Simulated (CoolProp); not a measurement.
A single-stage vapour-compression cycle with the fluid: evaporating at 206.15 K (dew point), condensing at 261.15 K (bubble point), superheat 8 K, subcooling 5 K, compressor efficiency 0.8, no pressure losses. The same conditions are run with several fluids, on thermodynamics alone (safety and materials aside).

Values from CoolProp's reference Helmholtz-energy equation of state of each fluid (fluoroethane (R161): Wu 2012; hydrogen sulfide: Lemmon 2006; CH2F2 (R32): Tillner-Roth 1997; CH3F (R41): Lemmon 2006; R115: Lemmon 2016; propane: Lemmon 2009).

Task: Rank fluoroethane (R161), hydrogen sulfide, CH2F2 (R32), CH3F (R41), R115, propane by cooling COP, highest first.

Result: propane (2.49), fluoroethane (R161) (2.46), R115 (2.39), CH2F2 (R32) (2.34), hydrogen sulfide (2.32), CH3F (R41) (2.27)

```
fluid                pressure ratio  discharge temperature (K)  refrigerating effect (kJ/kg)  volumetric capacity (kJ/m³)
-------------------  --------------  -------------------------  ----------------------------  ---------------------------
fluoroethane (R161)            13.8                      343.0                           365                          208
hydrogen sulfide               10.0                      414.5                           462                          640
CH2F2 (R32)                    12.5                      384.2                           324                          418
CH3F (R41)                     7.97                      369.5                           371                         1360
R115                           12.3                      279.8                          93.4                          197
propane                        11.1                      311.0                           348                          254
```
